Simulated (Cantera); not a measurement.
A perfectly stirred reactor is fed with CH₄ : N₂ = 1 : 2.3 (molar parts), at 0.0711 atm; it is held at 1750 K, and followed from long to short residence time.

Cantera simulation using GRI-Mech 3.0 (53 species, 325 reactions); the numbers are that mechanism's predictions, not measurements. GRI-Mech 3.0 stops at C3 and has no aromatics, soot or wall deposition, so with more carbon than oxygen in the feed, carbon stays in small species such as C2H2 where larger ones or solid carbon would form.

### Question
What does this change do: CH4 1 to 4.3 parts?

### Answer
```
quantity                  before     after
----------------------  --------  --------
x(CH₄) at τ = 1.30 s      0.0208    0.0350
x(C₂H₆) at τ = 1.30 s    4.50e-6   7.80e-6
x(C₂H₂) at τ = 1.30 s      0.108     0.186
x(H₂) at τ = 1.30 s        0.324     0.559
x(H) at τ = 1.30 s      0.000390  0.000535
x(CH₄) at τ = 63.0 ms      0.104     0.179
x(C₂H₆) at τ = 63.0 ms   7.54e-5  0.000141
x(C₂H₂) at τ = 63.0 ms    0.0734     0.139
x(H₂) at τ = 63.0 ms       0.226     0.425
x(H) at τ = 63.0 ms     0.000212  0.000320
```

### Question
What does this change do: pressure from 0.0711 atm to 0.0132 atm?

### Answer
| quantity | before | after |
|---|---|---|
| x(CH₄) at τ = 1.30 s | 0.0208 | 0.0365 |
| x(C₂H₆) at τ = 1.30 s | 4.50e-6 | 6.91e-6 |
| x(C₂H₂) at τ = 1.30 s | 0.108 | 0.101 |
| x(H₂) at τ = 1.30 s | 0.324 | 0.305 |
| x(H) at τ = 1.30 s | 0.000390 | 0.000501 |
| x(CH₄) at τ = 63.0 ms | 0.104 | 0.170 |
| x(C₂H₆) at τ = 63.0 ms | 7.54e-5 | 7.21e-5 |
| x(C₂H₂) at τ = 63.0 ms | 0.0734 | 0.0436 |
| x(H₂) at τ = 63.0 ms | 0.226 | 0.145 |
| x(H) at τ = 63.0 ms | 0.000212 | 0.000175 |
Radical loss at walls, strong at low pressure, is not modelled.
